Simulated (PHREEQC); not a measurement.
Dissolve 190 mmol/kgw KH2PO4 and 12.1 mmol/kgw NH3 at 25 °C. Closed to the air; pH follows from the charge balance.

All values are PHREEQC results (ion-association model, phreeqc.dat), not measurements.

The ionic strength comes out as 0.212 mol/kgw. What activity coefficients do K+, KHPO4-, H+, H2PO4-, NH4+ get?

K+ 0.71, KHPO4- 0.74, H+ 0.80, H2PO4- 0.74, NH4+ 0.68.

This is a speciation only: nothing precipitates in the calculation.
